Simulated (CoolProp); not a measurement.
Model: reference Helmholtz-energy equation of state, McLinden 2015, in CoolProp.

Problem. Give the vapour pressure (MPa), vapour density (kg/m³) of saturated the fluoroketone C6F12O (FK-5-1-12) at 8.95, 36.25 °C.

Solution. 
| T (°C) | p (MPa) | vapour density (kg/m³) |
|---|---|---|
| 8.95 | 0.0196 | 2.69 |
| 36.25 | 0.0635 | 8.18 |
